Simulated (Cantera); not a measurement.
A closed system holds: 1 mol CHF3, 0.42 mol F2, 2.5 mol H2, held at 2150 K.

These are equilibrium values from Cantera (NASA tables, ideal gas, pure condensed phases), not measurements of a reactor. Candidate condensed phases: C, C6H6, C7H8, C8H18; 95 gas species. Rates play no part.

At 0.150 bar, list the 5 most abundant gas species with their mole fractions, and the condensed phases.

HF 0.778, H2 0.216, H 0.00506, C2H2 (acetylene) 0.000418, F 1.32e-5. Condensed: C(graphite).
